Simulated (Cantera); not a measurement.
Feed: 1 mol CaO, 18 mol F2, 8.5 mol O2, held at 452 °C and 55.0 mbar.

Method: chemical equilibrium by Gibbs-energy minimisation in Cantera with the NASA 1993 tables (ideal gas, pure condensed phases). Candidate condensed phases: Ca, CaF2, CaO; 13 gas species. Rates play no part.

Base state: F2 0.647, O2 0.345, F 0.00801, FO2 2.77e-5 (mole fractions); condensed: CaF2(s).

Task: What changes in the equilibrium state with this change: temperature from 452 °C to 1602 °C?

Result: 
```tsv
species	before	after
F	0.00801	0.777
O2	0.345	0.206
CaF2	<1e-9	0.0160
F2	0.647	0.000304
O	<1e-9	0.000465
FO	3.25e-8	3.69e-5
FO2	2.77e-5	1.43e-6
CaF2(s), mol	1.00	0
CaF2(l), mol	0	0.299
```
